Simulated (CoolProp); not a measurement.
A single-stage vapour-compression cycle with R22: evaporating at 249.15 K (dew point), condensing at 299.15 K (bubble point), superheat 5 K, subcooling 2 K, compressor efficiency 0.6, no pressure losses. Each further row changes one setting.

Computed with CoolProp (reference Helmholtz-energy equation of state, Kamei 1995).

| case | cooling COP | pressure ratio | discharge temperature (K) | refrigerating effect (kJ/kg) | volumetric capacity (kJ/m³) |
|---|---|---|---|---|---|
| as stated | ? | 5.11 | 367.2 | 170 | 1540 |
| evaporating temperature 254.15 K | 2.80 | 4.21 | 359.1 | ? | 1880 |
| condensing temperature 294.15 K | ? | 4.46 | 357.4 | 176 | 1600 |
| subcooling 7 K | 2.51 | 5.11 | 367.2 | 176 | 1600 |
| superheat 15 K | 2.40 | 5.11 | 379.5 | 176 | 1530 |
| compressor efficiency 0.5 | ? | 5.11 | ? | 170 | 1540 |

**Question.** What belongs in the gaps?

**Answer.** 
- as stated, cooling COP: 2.42
- evaporating temperature 254.15 K, refrigerating effect (kJ/kg): 172
- condensing temperature 294.15 K, cooling COP: 2.76
- compressor efficiency 0.5, cooling COP: 2.02
- compressor efficiency 0.5, discharge temperature (K): 384.7
